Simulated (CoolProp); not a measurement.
Vapour-liquid equilibrium of methanol (1) + toluene (2) at 445.8 K; x and y are mole fractions of (1).

Computed with CoolProp (multi-fluid Helmholtz-energy mixture model, de Reuck 1993 and Lemmon 2006; pair parameters Bell 2016).

```
x     bubble pressure (kPa)  y at the bubble point  dew pressure at overall composition x (kPa)  liquid density (mol/L)
----  ---------------------  ---------------------  -------------------------------------------  ----------------------
0.05                  733.6                  0.371                                        473.0                   7.910
0.2                    1262                  0.633                                        570.5                   8.583
0.35                   1539                  0.708                                        709.2                   9.435
0.5                    1733                  0.759                                        928.9                   10.56
0.65                   1910                  0.812                                         1320                   12.12
0.8                    2091                  0.880                                         1874                   14.34
0.95                   2269                  0.967                                         2237                   17.58
```

No azeotrope shows between x = 0.05 and 0.95.

The pair parameters rest on a limited set of measurements; away from them the model extrapolates. With so large a gap from Raoult's law the liquid may split in two, which this calculation doesn't test in full.
